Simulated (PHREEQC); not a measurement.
A solution holds 0.2 mol/kgw HF, 0.11 mol/kgw H2SiF6 and 0.043 mol/kgw H3BO3, at 80 °C. Closed to the air; pH follows from the charge balance.

All values are PHREEQC results (ion-association model, wateq4f.dat), not measurements.

No solid was allowed to form.

### Question
What pH, ionic strength does the model give?

### Answer
pH 0.72; ionic strength 0.359 mol/kgw.

### Question
In which forms is F present?

### Answer
SiF6-2 74 %, BF4- 19 %, HF 6.7 % of the F.

The solution is supersaturated, for example in Quartz (slow to form), Chalcedony (slow to form), so a real one may precipitate; this is no full list. Constants without temperature data keep their 25 °C values here. SiF6-2 is the database's only silicon fluoride. Real BF4- forms and hydrolyses slowly; the run takes it at equilibrium.
